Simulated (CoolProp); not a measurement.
Fluorine at 293.15 K and 0.164 MPa is throttled through a valve to 0.0506 MPa with no heat exchange. Each further row changes one setting.

Model: reference Helmholtz-energy equation of state, de Reuck 1990, in CoolProp.

| case | temperature change (K) | final density (kg/m³) |
|---|---|---|
| as stated | -0.2 | 0.790 |
| outlet pressure 0.0152 MPa | -0.3 | 0.237 |
| outlet pressure 0.0658 MPa | -0.2 | 1.03 |
